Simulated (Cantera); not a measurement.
A diamond (100) surface in a fixed gas of H2 with x(CH4) = 0.0094, x(H) = 0.00035, x(CH3) = 0.0015, at 1023 K; coverages are run to steady state.

Computed with Cantera and the Harris–Goodwin 1993 mechanism for the reconstructed diamond (100) surface.

One state of this run: growth (µm/h) = 19.7; θ c6HH = 0.237; θ c6H* = 0.00741; θ c6*H = 0.142; θ c6** = 0.00179; θ c6HM = 0.436. θ: site fractions in the mechanism's names (c6HH fully hydrogenated, c6H* and c6*H radical sites, c6** diradical, c6HM methylated).

Q: Which value of P (Pa) does it belong to?
A. 11000
B. 1400
C. 4000
D. 5600

A: A, 11000
